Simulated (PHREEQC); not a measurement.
Consider water at 75 °C with 0.0087 mol MnSO4, 0.0062 mol MgSO4, 0.69 mol H2SO4 and 0.072 mol Na2SO4 per kg of water. Closed to the air; pH follows from the charge balance.

The numbers come from PHREEQC with the ion-association model, phreeqc.dat.

Q: The ionic strength comes out as 0.833 mol/kgw. What activity coefficients do SO4-2, NaSO4-, H+, Mg+2, Mn+2 get?

A: SO4-2 0.14, NaSO4- 0.64, H+ 0.73, Mg+2 0.25, Mn+2 0.19.

No solid was allowed to form. Ionic strength above about 0.7 mol/kgw puts this run outside the model's range. Constants without temperature data keep their 25 °C values here.
